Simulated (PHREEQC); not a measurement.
**City or well water (model solution)**

Synthetic water in mg/L, 25 °C, pH 7.12, pe 11.4:

```json
[
 {"constituent": "Na", "mg/L": "13.2"},
 {"constituent": "K", "mg/L": "11.7"},
 {"constituent": "Ca", "mg/L": "38.1"},
 {"constituent": "Mg", "mg/L": "8.65"},
 {"constituent": "Cl", "mg/L": "65.3"},
 {"constituent": "S(6) as SO4", "mg/L": "59.7"},
 {"constituent": "Alkalinity as HCO3", "mg/L": "21.5"},
 {"constituent": "B", "mg/L": "0.281"},
 {"constituent": "Br", "mg/L": "0.0889"},
 {"constituent": "Cd", "mg/L": "10.1"}
]
```

Valence states are taken as typed.

Model: ion-association model, wateq4f.dat, run in PHREEQC.

This is a speciation only: nothing precipitates in the calculation.

Task: What ionic strength, charge-balance error does the model give?

Result: ionic strength 0.00521 mol/kgw; charge-balance error 3.4 %.

Task: In which forms is C present?

Result: HCO3- 85 %, CO2 13 %, CaHCO3+ 0.7 % of the C.

The solution is supersaturated, for example in Otavite, so a real one may precipitate; this is no full list.
